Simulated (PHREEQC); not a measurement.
# Buffer

Dissolve 84 mmol/kgw NaHCO3, 0.044 mmol/kgw NaOH and 28 mmol/kgw NaCl at 20 °C. Closed to the air; pH follows from the charge balance.

Equilibrium calculation in PHREEQC: ion-association model, wateq4f.dat.

Each row changes one thing in this solution. This is a speciation only: nothing precipitates in the calculation.

| case | pH | ionic strength (mol/kgw) | Na+ (mol/kgw) | HCO3- (mol/kgw) | NaHCO3 (mol/kgw) | CO2 (mol/kgw) | SI of Nahcolite (NaHCO3) | SI of Natron (Na2CO3:10H2O) |
|---|---|---|---|---|---|---|---|---|
| as made | 8.07 | 0.110 | 0.109 | 0.0786 | 0.00286 | 0.00124 | -1.69 | -4.17 |
| diluted 5-fold with water | 8.23 | 0.0224 | 0.0222 | ___ | 0.000153 | 0.000200 | -2.97 | -5.92 |
| NaCl replaced by CsCl at the same molality | 8.09 | 0.110 | 0.0815 | 0.0794 | 0.00216 | 0.00119 | -1.81 | -4.39 |
| temperature from 20 to 70 °C | 7.60 | 0.107 | 0.107 | 0.0756 | 0.00259 | 0.00290 | -2.14 | -6.16 |
| NaHCO3 from 0.084 to 0.126 mol/kgw | 8.03 | 0.149 | 0.148 | 0.117 | 0.00545 | 0.00197 | ___ | -3.81 |
| temperature from 20 to 25 °C | 8.01 | 0.109 | 0.109 | 0.0785 | 0.00284 | 0.00133 | -1.74 | -4.38 |

Task: Fill in the missing entries.

Result: 
- diluted 5-fold with water, HCO3- (mol/kgw): 0.0162
- NaHCO3 from 0.084 to 0.126 mol/kgw, SI of Nahcolite (NaHCO3): -1.40

Complexes and solids missing from the database can't appear. Constants without temperature data keep their 25 °C values here.
